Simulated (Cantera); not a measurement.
Thermodynamics of abatement and gas-phase synthesis, feed PH3 + O2

Input: 1 mol PH3, 1.5 mol O2, at 0.100 bar.

Cantera equilibrium calculation (NASA polynomials, part measured and part estimated; ideal gas, pure solids and liquids). Candidate condensed phases: H2O, P, P4O10; 31 gas species. Ions and electrons are included (thermal ionisation). Gases not in the tables: HPO2, HPO3 and P4O6. Kinetics and transport are ignored.

From 3000 K to 5000 K nothing is condensed.

| T (K) | log p H | log p O | log p H2O | log p PO | log p PO2 | log p P | log p H2 | log p OH | log p O2 |
|---|---|---|---|---|---|---|---|---|---|
| 3000 | -1.75 | -2.12 | -1.72 | -1.85 | -1.80 | -4.25 | -1.90 | -2.06 | -2.35 |
| 3250 | -1.51 | -1.78 | -2.19 | -1.80 | -2.12 | -3.71 | -2.03 | -2.08 | -2.36 |
| 3500 | -1.39 | -1.60 | -2.88 | -1.79 | -2.55 | -3.19 | -2.31 | -2.29 | -2.58 |
| 3750 | -1.34 | -1.51 | -3.67 | -1.84 | -3.05 | -2.71 | -2.69 | -2.61 | -2.91 |
| 4000 | -1.34 | -1.46 | -4.45 | -1.95 | -3.57 | -2.33 | -3.08 | -2.95 | -3.26 |
| 4250 | -1.34 | -1.42 | -5.18 | -2.14 | -4.15 | -2.09 | -3.45 | -3.27 | -3.58 |
| 4500 | -1.35 | -1.39 | -5.84 | -2.41 | -4.77 | -1.96 | -3.79 | -3.56 | -3.88 |
| 4750 | -1.36 | -1.38 | -6.44 | -2.72 | -5.39 | -1.90 | -4.08 | -3.84 | -4.17 |
| 5000 | -1.37 | -1.37 | -6.97 | -3.03 | -5.99 | -1.87 | -4.35 | -4.09 | -4.44 |
log p: log10 of the partial pressure in bar; nothing condenses.
